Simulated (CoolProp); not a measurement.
Vapour-liquid equilibrium of dimethyl ether (1) + methanol (2) at 47.05 °C; x and y are mole fractions of (1).

Computed with CoolProp (multi-fluid Helmholtz-energy mixture model, Wu 2011 and de Reuck 1993; pair parameters Bell 2016).

**Question.** Give the bubble pressure and the first vapour's composition at x = 0.05, 0.5, 0.65. Is there an azeotrope?

**Answer.** x = 0.05: 148.3 kPa, y = 0.677; x = 0.5: 683.0 kPa, y = 0.944; x = 0.65: 782.3 kPa, y = 0.958. No azeotrope shows between x = 0.05 and 0.95.

Pair parameters are fitted to limited data, so mixtures are less certain than the pure fluids. With so large a gap from Raoult's law the liquid may split in two, which this calculation doesn't test in full.
